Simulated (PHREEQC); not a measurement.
Solution (25 °C): 0.042 mol KOH and 0.073 mol KH2PO4 per kg of water. Closed to the air; pH follows from the charge balance.

Computed with PHREEQC (ion-association model, wateq4f.dat).

No solid was allowed to form.

### Question
Order these P species by the share of P that they hold, largest first: KHPO4-, H2PO4-, HPO4-2.

### Answer
HPO4-2 (54 %), H2PO4- (42 %), KHPO4- (3.7 %)

The pH is 6.94 and the ionic strength 0.152 mol/kgw. Species that the database lacks are ignored. H3PO4, which wateq4f.dat lacks, is added to it with the constant of phreeqc.dat.
